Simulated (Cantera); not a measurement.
An isothermal plug-flow reactor at 1048 K and 3.20 bar (inlet), inlet velocity 1.7 m/s, active area per volume 8300 1/m; feed CH4 : O2 : N2 = 0.0021 : 0.075 : 0.79 (molar parts).

Detailed kinetics in Cantera: Deutschmann's 1995 Pt surface mechanism with GRI-Mech 3.0 gas chemistry. Catalytic surfaces can have several steady states; this one follows from the mechanism file's or the stated starting coverage. Mass transfer to the wall is taken as infinitely fast.

Question: Predict: x(CH4) at z = 0.0034 m; x(O2) at z = 0.0034 m; x(H2O) at z = 0.0034 m; x(CO2) at z = 0.0034 m; x(CO) at z = 0.0034 m; θ(free Pt) at the exit; θ(O*) at the exit; θ(OH*) at the exit.

Answer: 
* **x(CH4) at z = 0.0034 m**: 0.000765
* **x(O2) at z = 0.0034 m**: 0.0832
* **x(H2O) at z = 0.0034 m**: 0.00331
* **x(CO2) at z = 0.0034 m**: 0.00165
* **x(CO) at z = 0.0034 m**: 4.30e-7
* **θ(free Pt) at the exit**: 0.196
* **θ(O*) at the exit**: 0.802
* **θ(OH*) at the exit**: 0.00157
